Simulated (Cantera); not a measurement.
Input: 1 mol SiC, 2.6 mol CO2, 71 mol H2, held at 1.90e-5 bar.

Cantera equilibrium calculation (NASA polynomials, part measured and part estimated; ideal gas, pure solids and liquids). Candidate condensed phases: C, C6H6, C7H8, C8H18, H2O, Si, SiC, SiO2; 123 gas species. The tables hold silica as quartz up to 1696 K and as liquid above; real silica turns to tridymite and cristobalite and melts near 1996 K. Equilibrium is a limit: real reactors are often held back by kinetics, nucleation or transport.

Task: At 1375 K, list the 5 most abundant gas species with their mole fractions, and the condensed phases.

Result: H2 0.945, CO 0.0480, SiO 0.00563, H 0.000764, H2O 0.000291. Condensed: SiO2(β-quartz).
